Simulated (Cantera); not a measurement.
A freely propagating, adiabatic, planar premixed flame of 10.7 % CH4, 1.61 % H2, 15.9 % O2, 68.3 % N2, 3.43 % H2O, unburnt at 600 K and 9.87 atm; mixture-averaged transport, grid criteria slope 0.08 and curve 0.16, no radiation.

Cantera simulation using GRI-Mech 3.0 (53 species, 325 reactions); the numbers are that mechanism's predictions, not measurements. Burning velocities carry a grid error of a few per cent, more on coarse grids.

x: mole fraction of selected species; z is measured from the peak of heat release.

```json
[
 {"z (mm)": "-0.498", "T (K)": "602", "u (m/s)": "0.195", "x CH4": "0.107", "x H2": "0.0182", "x O2": "0.158", "x CH2": "<1e-8", "x NO2": "<1e-8", "x HO2": "…"},
 {"z (mm)": "-0.332", "T (K)": "612", "u (m/s)": "0.199", "x CH4": "0.106", "x H2": "0.0209", "x O2": "0.157", "x CH2": "<1e-8", "x NO2": "<1e-8", "x HO2": "…"},
 {"z (mm)": "-0.249", "T (K)": "642", "u (m/s)": "0.210", "x CH4": "0.103", "x H2": "0.0237", "x O2": "0.155", "x CH2": "<1e-8", "x NO2": "1.64e-8", "x HO2": "…"},
 {"z (mm)": "-0.166", "T (K)": "761", "u (m/s)": "0.251", "x CH4": "0.0947", "x H2": "0.0282", "x O2": "0.145", "x CH2": "<1e-8", "x NO2": "8.27e-8", "x HO2": "…"},
 {"z (mm)": "-0.0829", "T (K)": "1173", "u (m/s)": "0.392", "x CH4": "0.0650", "x H2": "0.0345", "x O2": "0.104", "x CH2": "<1e-8", "x NO2": "2.03e-7", "x HO2": "…"},
 {"z (mm)": "-0.0415", "T (K)": "1520", "u (m/s)": "0.513", "x CH4": "0.0388", "x H2": "0.0381", "x O2": "0.0647", "x CH2": "2.15e-7", "x NO2": "6.66e-8", "x HO2": "…"},
 {"z (mm)": "0", "T (K)": "1831", "u (m/s)": "0.622", "x CH4": "0.0162", "x H2": "0.0411", "x O2": "0.0270", "x CH2": "4.41e-6", "x NO2": "<1e-8", "x HO2": "…"},
 {"z (mm)": "0.0415", "T (K)": "1982", "u (m/s)": "0.675", "x CH4": "0.00697", "x H2": "0.0433", "x O2": "0.00869", "x CH2": "7.31e-6", "x NO2": "<1e-8", "x HO2": "…"},
 {"z (mm)": "0.0829", "T (K)": "2033", "u (m/s)": "0.693", "x CH4": "0.00434", "x H2": "0.0454", "x O2": "0.00301", "x CH2": "4.22e-6", "x NO2": "<1e-8", "x HO2": "…"},
 {"z (mm)": "0.166", "T (K)": "2056", "u (m/s)": "0.701", "x CH4": "0.00283", "x H2": "0.0486", "x O2": "0.000545", "x CH2": "1.40e-6", "x NO2": "<1e-8", "x HO2": "…"},
 {"z (mm)": "0.332", "T (K)": "2058", "u (m/s)": "0.702", "x CH4": "0.00183", "x H2": "0.0525", "x O2": "3.66e-5", "x CH2": "5.66e-7", "x NO2": "<1e-8", "x HO2": "…"},
 {"z (mm)": "0.663", "T (K)": "2054", "u (m/s)": "0.702", "x CH4": "0.00106", "x H2": "0.0561", "x O2": "5.24e-7", "x CH2": "2.84e-7", "x NO2": "<1e-8", "x HO2": "<1e-8"},
 {"z (mm)": "1.33", "T (K)": "2050", "u (m/s)": "0.702", "x CH4": "0.000472", "x H2": "0.0589", "x O2": "1.75e-7", "x CH2": "1.11e-7", "x NO2": "<1e-8", "x HO2": "<1e-8"}
]
```

Task: What belongs in the gaps?

Result: 
- -0.498, x HO2: 7.43e-8
- -0.332, x HO2: 6.29e-7
- -0.249, x HO2: 2.48e-6
- -0.166, x HO2: 1.40e-5
- -0.0829, x HO2: 0.000101
- -0.0415, x HO2: 0.000110
- 0, x HO2: 3.68e-5
- 0.0415, x HO2: 7.74e-6
- 0.0829, x HO2: 1.84e-6
- 0.166, x HO2: 2.19e-7
- 0.332, x HO2: 1.26e-8
